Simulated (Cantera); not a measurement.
A Cantera script and what it prints.

```python
import numpy as np
import cantera as ct

gas_names = """
    H HO2 H2 H2O H2O2 O OH O2 O3 Pb PbO Pb2
""".split()
cond_names = """
    H2O(s) H2O(L) Pb(cr) Pb(L) PbO(rd) PbO(yw) PbO(L) PbO2(s) Pb3O4(s)
""".split()


# ... load() reads the species with a 1 bar reference pressure and builds the phases ...
atoms = {
    'PbO': {'Pb': 1, 'O': 1},
    'H2': {'H': 2},
    'O2': {'O': 2},
}
top_T = {'Pb3O4(s)': 820}  # K; cautious upper limits of use, not melting points


# ... equilibrate(T, P, feed) seeds the gas with the atoms and calls Mixture.equilibrate('TP', solver="vcs", rtol=1e-11, max_steps=5000) ...
results = []
T = 1273  # K
P = 360  # Pa
for m in [0.3, 0.54, 0.79, 1, 1.3, 1.5, 1.8, 2, 2.3, 2.5, 2.7, 3]:
    feed = {'PbO': 1, 'H2': 4.2, 'O2': m}  # mol
    mix = equilibrate(T, P, feed)
    results.append((T, P, feed, dict(zip(mix.species_names, mix.species_moles))))

top = {s: max(r[3][s] / sum(r[3][g] for g in gas_names) for r in results) for s in gas_names}
cols = sorted((s for s in top if top[s] > 1e-06), key=lambda s: -top[s])[:5]
seen = [c for c in cond_names if any(r[3].get(c, 0) > 1e-12 for r in results)]
print("log10 of partial pressures in bar; condensed amounts in mol")
print(f"{'n(O2)':>10s}" + "".join(f"{s[:9]:>10s}" for s in cols + seen))
for T, P, feed, n in results:
    ng = sum(n[g] for g in gas_names)
    print(f"{feed['O2']:10.4g}" + "".join(f"{np.log10(max(n[s] / ng * P / 1e5, 1e-99)):10.3f}" for s in cols)
          + "".join(f"{n.get(c, 0):10.4g}" for c in seen))
```

Output:

```
log10 of partial pressures in bar; condensed amounts in mol
     n(O2)       H2O        H2        Pb        O2       PbO    PbO(L)
       0.3    -2.956    -2.745    -3.160   -14.970    -7.555         0
      0.54    -2.842    -2.833    -3.160   -14.565    -7.352         0
      0.79    -2.748    -2.950    -3.160   -14.144    -7.142         0
         1    -2.683    -3.080    -3.160   -13.752    -6.946         0
       1.3    -2.603    -3.381    -3.160   -12.992    -6.566         0
       1.5    -2.558    -3.856    -3.160   -11.952    -6.046         0
       1.8    -2.537    -6.544    -3.381    -6.534    -3.558         0
         2    -2.500    -6.940    -3.810    -5.667    -3.553    0.4232
       2.3    -2.503    -7.877    -4.744    -3.800    -3.553    0.6023
       2.5    -2.521    -8.029    -4.877    -3.532    -3.553    0.5918
       2.7    -2.539    -8.124    -4.954    -3.378    -3.553    0.5776
         3    -2.565    -8.224    -5.028    -3.231    -3.553    0.5543
```

Method: chemical equilibrium by Gibbs-energy minimisation in Cantera with the NASA 1993 tables (ideal gas, pure condensed phases). Gases not in the tables: (PbO)n polymers.
